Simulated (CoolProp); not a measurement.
Values from CoolProp's reference Helmholtz-energy equation of state, Setzmann 1991.

### Question
For methane, give the phase and the isothermal compressibility (1/MPa), expansivity (1/kK), Prandtl number at -127.85 °C and 14.9 MPa.

### Answer
- -127.85 °C and 14.9 MPa: liquid; isothermal compressibility 0.00327, expansivity 3.67, Prandtl number 1.69

Viscosity comes from a separate model (Quiñones-Cisneros 2006). Thermal conductivity comes from a separate model (Friend 1989).
